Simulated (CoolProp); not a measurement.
A simple Rankine cycle with propylene: condensing at 292.15 K, boiler at 3.39 MPa, turbine inlet 353.2 K, turbine efficiency 0.65, pump efficiency 0.7, no recuperator. Each further row changes one setting.

Model: reference Helmholtz-energy equation of state, Lemmon 2013, in CoolProp.

```json
[
 {"case": "as stated", "thermal efficiency (%)": "7.7", "net work (kJ/kg)": "28.8", "heat in (kJ/kg)": "376", "turbine exit temperature (K)": "292.8", "volume ratio over the turbine": "3.89"},
 {"case": "turbine inlet 373.2 K", "thermal efficiency (%)": "8.2", "net work (kJ/kg)": "35.6", "heat in (kJ/kg)": "434", "turbine exit temperature (K)": "320.6", "volume ratio over the turbine": "3.64"},
 {"case": "condensing temperature 284.15 K", "thermal efficiency (%)": "8.8", "net work (kJ/kg)": "34.7", "heat in (kJ/kg)": "396", "turbine exit temperature (K)": "285.0", "volume ratio over the turbine": "4.83"},
 {"case": "boiler pressure 2.37 MPa", "thermal efficiency (%)": "6.3", "net work (kJ/kg)": "26.3", "heat in (kJ/kg)": "420", "turbine exit temperature (K)": "318.0", "volume ratio over the turbine": "2.46"},
 {"case": "turbine efficiency 0.55", "thermal efficiency (%)": "6.2", "net work (kJ/kg)": "23.3", "heat in (kJ/kg)": "376", "turbine exit temperature (K)": "295.7", "volume ratio over the turbine": "3.96"}
]
```
